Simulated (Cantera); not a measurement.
Charge: 1 mol B, 2.1 mol O2, 8.6 mol H2, held at 1002 °C and 34.0 Pa.

Cantera equilibrium calculation (NASA polynomials, part measured and part estimated; ideal gas, pure solids and liquids). Candidate condensed phases: B, B2O3, B3O3H3, H2O; 23 gas species. Rates play no part.

Base state: H2 0.664, H2O 0.272, HBO2 0.0640, B2O3 0.000270, H 3.26e-5, (HBO2)3 2.34e-5, HBO 1.65e-5 (mole fractions); condensed: B2O3(l).

### Question
What changes in the equilibrium state with this change: 0.12 mol HF added?

### Answer
```
species        before    after
------------  -------  -------
H2              0.664    0.653
H2O             0.272    0.270
HBO2           0.0640   0.0638
HF                  0  0.00744
BOF                 0  0.00584
HBO           1.65e-5  1.62e-5
(HBO2)3       2.34e-5  2.31e-5
B2O3(l), mol    0.213    0.182
```
